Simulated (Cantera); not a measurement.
**Ignition delay**

Mixture: 12.0 % CH4, 2.51 % H2, 17.9 % O2, 67.6 % N2, equivalence ratio 1.4, at 1.01 bar, adiabatic and at constant pressure. Ignition delay is the time to a rise of 400 K.

Detailed kinetics in Cantera: GRI-Mech 3.0 (53 species, 325 reactions).

| T0 (K) | delay (ms) |
|---|---|
| 1175 | 12.2 |
| 1250 | 5.67 |
| 1325 | 2.69 |
| 1400 | 1.33 |
| 1475 | 0.692 |

The apparent activation energy between 1325 and 1475 K comes out as 150 kJ/mol.
